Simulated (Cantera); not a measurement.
A closed system holds: 1 mol Nb, 0.61 mol O₂, 37 mol H₂, held at 99.0 mbar.

Points: T (K) = 1750, 1850, 1950, 2050, 2150, 2250, 2350, 2450.

Cantera's Mixture.equilibrate('TP', solver="vcs", rtol=1e-11, max_steps=5000) on the NASA tables stopped like this:

```
*******************************************************************************
CanteraError thrown by VCS_SOLVE::solve_tp_inner:
vcs_solve_TP: ERROR on step change wt[14:Nb2O5(L)]: -6.938893903907228e-18 < 0.0
*******************************************************************************
```

Question: What got this run through?

Answer: Several could match; the one computed here: The failure is numerical, not chemical. The same input converged with solver="gibbs", rtol=1e-10, max_steps=50000, and the result passed a check of the equilibrium conditions:
```
log10 of partial pressures in bar; condensed amounts in mol
       T/K        H2         H       H2O      NbO2    Nb(cr)    NbO(s)    NbO(L) NbO2(III)
      1750    -1.007    -4.137    -3.310    -7.434         0    0.9633         0   0.03666
      1850    -1.008    -3.772    -3.231    -6.629         0    0.9999         0         0
      1950    -1.009    -3.445    -3.232    -5.982         0    0.9996         0         0
      2050    -1.010    -3.149    -3.235    -5.402         0    0.9984         0         0
      2150    -1.013    -2.881    -3.244    -4.882         0    0.9944         0         0
      2250    -1.017    -2.638    -3.264    -4.458         0         0     0.984         0
      2350    -1.024    -2.416    -3.301    -4.138         0         0    0.9636         0
      2450    -1.035    -2.215    -3.309    -3.817   0.03119         0    0.8852         0
```

The gas is ideal and each condensed phase is pure. Mutual solubility and eutectic melting of coexisting phases are not modelled. NbO: taken at fixed stoichiometry. Condensed phases not in the tables: the oxides between NbO2 and Nb2O5, N, O or C dissolved in the metal.
